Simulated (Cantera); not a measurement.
A closed system holds: 1 mol Cr, 4 mol NH3, 190 mol H2, held at 2250 K.

Method: chemical equilibrium by Gibbs-energy minimisation in Cantera with the NASA 1993 tables (ideal gas, pure condensed phases). Candidate condensed phases: Cr, CrN, Cr2N; 11 gas species. Rates play no part.

Q: Which condensed phases are stable at each of these points (P (Pa)): 0.100, 2.50, 63, 1600, 40000, 1000000?

A: 
| P (Pa) | condensed phases | Cr condensed (%) |
|---|---|---|
| 0.100 | gas only | 0.0 |
| 2.50 | gas only | 0.0 |
| 63 | gas only | 0.0 |
| 1600 | gas only | 0.0 |
| 40000 | gas only | 0.0 |
| 1000000 | Cr(l) | 74.7 |

From 0.100 Pa to 40000 Pa nothing is condensed. At 1000000 Pa the condensed part is Cr(l).
